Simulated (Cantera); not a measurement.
An isothermal, constant-pressure homogeneous reactor starts with CH₄ : CO₂ : H₂ = 1 : 0.35 : 0.79 (molar parts), at 1675 K and 7500 Torr.

Computed with Cantera and GRI-Mech 3.0 (53 species, 325 reactions). GRI-Mech 3.0 stops at C3 and has no aromatics, soot or wall deposition, so with more carbon than oxygen in the feed, carbon stays in small species such as C2H2 where larger ones or solid carbon would form.

Q: Predict: x(CH₄) at 1.00 s; x(CO₂) at 1.00 s; x(H₂) at 1.00 s; x(C₂H₄) at 1.00 s.

A: 
| Quantity | Value |
|---|---|
| x(CH₄) at 1.00 s | 0.137 (gas-phase equilibrium 0.128) |
| x(CO₂) at 1.00 s | 0.00263 (gas-phase equilibrium 2.91e-6) |
| x(H₂) at 1.00 s | 0.574 (gas-phase equilibrium 0.601) |
| x(C₂H₄) at 1.00 s | 0.0137 (gas-phase equilibrium 0.0109) |
